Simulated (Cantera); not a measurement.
A Cantera script and what it prints.

```python
import numpy as np
import cantera as ct

gas_names = """
    H H2 N NH NH2 NH3 N2 N2H2 N2H4 Si SiH SiH2 SiH3 SiH4 SiN Si2 Si2N Si3
""".split()
cond_names = """
    Si(cr) Si(L) Si3N4(a)
""".split()


# ... load() reads the species with a 1 bar reference pressure and builds the phases ...
atoms = {
    'Si3N4': {'Si': 3, 'N': 4},
    'Si': {'Si': 1},
    'H2': {'H': 2},
}
top_T = {'Si3N4(a)': 2400}  # K; cautious upper limits of use, not melting points


# ... equilibrate(T, P, feed) seeds the gas with the atoms and calls Mixture.equilibrate('TP', solver="vcs", rtol=1e-11, max_steps=5000) ...
results = []
feed = {'Si3N4': 1, 'Si': 0.17, 'H2': 0.38}  # mol
T = 1925  # K
for P in [1, 16, 250, 4000, 63000, 1000000]:
    mix = equilibrate(T, P, feed)
    results.append((T, P, feed, dict(zip(mix.species_names, mix.species_moles))))

top = {s: max(r[3][s] / sum(r[3][g] for g in gas_names) for r in results) for s in gas_names}
cols = sorted((s for s in top if top[s] > 1e-05), key=lambda s: -top[s])[:7]
seen = [c for c in cond_names if any(r[3].get(c, 0) > 1e-12 for r in results)]
print("log10 of partial pressures in bar; condensed amounts in mol")
print(f"{'P/Pa':>10s}" + "".join(f"{s[:9]:>10s}" for s in cols + seen))
for T, P, feed, n in results:
    ng = sum(n[g] for g in gas_names)
    print(f"{P:10.4g}" + "".join(f"{np.log10(max(n[s] / ng * P / 1e5, 1e-99)):10.3f}" for s in cols)
          + "".join(f"{n.get(c, 0):10.4g}" for c in seen))
```

It prints:

```
log10 of partial pressures in bar; condensed amounts in mol
      P/Pa        H2        N2        Si         H       Si2      Si2N       SiH     Si(L)  Si3N4(a)
         1    -6.428    -5.455    -5.258    -6.234    -7.824    -8.839    -8.562         0         0
        16    -4.695    -3.929    -4.759    -5.367    -6.826    -7.078    -7.196     2.863         0
       250    -3.414    -2.682    -4.759    -4.727    -6.826    -6.455    -6.556     3.152         0
      4000    -2.198    -1.474    -4.759    -4.119    -6.826    -5.851    -5.948     3.169         0
   6.3e+04    -0.244    -1.229    -4.759    -3.142    -6.826    -5.728    -4.971    0.2289    0.9803
     1e+06     0.997    -1.229    -4.759    -2.521    -6.826    -5.728    -4.350    0.1734    0.9989
```

These are equilibrium values from Cantera (NASA tables, ideal gas, pure condensed phases), not measurements of a reactor. Mutual solubility and eutectic melting of coexisting phases are not modelled. The tables' values for SiN are old estimates; treat these amounts as uncertain. Gases not in the tables: Si2H6 and higher silanes.
